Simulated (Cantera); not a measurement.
A closed system holds: 1 mol Ta2O5, 650 mol H2, 0.4 mol H2O, equilibrated at 800 °C and 8.10 mbar.

Cantera equilibrium calculation (NASA polynomials, part measured and part estimated; ideal gas, pure solids and liquids). Candidate condensed phases: H2O, Ta, Ta2O5; 12 gas species. Kinetics and transport are ignored.

Base state: H2 0.999, H2O 0.000615 (mole fractions); condensed: Ta2O5(s).

Task: What changes in the equilibrium state with this change: Ta2O5 replaced by Fe2O3?

Result: 
```json
[
 {"species": "H2", "before": "0.999", "after": "0.995"},
 {"species": "H2O", "before": "0.000615", "after": "0.00523"},
 {"species": "Ta2O5(s), mol", "before": "1.00", "after": "0"},
 {"species": "Fe(α), mol", "before": "0", "after": "2.00"}
]
```
Further candidate phases: Fe, FeO, Fe(OH)2, Fe(OH)3, Fe2O3, Fe3O4.

Task: What changes in the equilibrium state with this change: temperature from 800 °C to 1927 °C?

Result: 
```
species          before     after
-------------  --------  --------
H2                0.999     0.934
H               1.56e-7    0.0605
H2O            0.000615   0.00319
TaO2              <1e-9   0.00216
TaO               <1e-9  0.000485
OH                <1e-9   2.88e-5
Ta2O5(s), mol      1.00         0
Ta(s), mol            0     0.218
```
Condensed phases not in the tables: N, O or C dissolved in the metal.
